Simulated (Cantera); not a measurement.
Catalytic combustion on Pt

An isothermal plug-flow reactor at 848 K and 653 Torr (inlet), inlet velocity 0.082 m/s, active area per volume 160 1/m; feed 0.330 % CO, 3.06 % O2, 96.6 % N2, equivalence ratio 0.054.

Cantera simulation using Deutschmann's 1995 Pt surface mechanism with GRI-Mech 3.0 gas chemistry; the numbers are that mechanism's predictions, not measurements. Catalytic surfaces can have several steady states; this one follows from the mechanism file's or the stated starting coverage. Mass transfer to the wall is taken as infinitely fast.

```tsv
z (m)	x CO	x O2	x H2O	x CO2	θ free Pt	θ O*
7.3e-05	0.000663	0.0293	<1e-12	0.00264	0.121	0.879
0.00016	0.000322	0.0291	<1e-12	0.00299	0.110	0.890
0.00034	8.75e-5	0.0290	<1e-12	0.00322	0.105	0.895
0.00073	6.20e-6	0.0290	<1e-12	0.00330	0.103	0.897
0.0016	1.81e-8	0.0290	<1e-12	0.00331	0.103	0.897
0.0034	<1e-12	0.0290	<1e-12	0.00331	0.103	0.897
0.0073	<1e-12	0.0290	<1e-12	0.00331	0.103	0.897
```
x: gas mole fraction; θ: surface coverage.
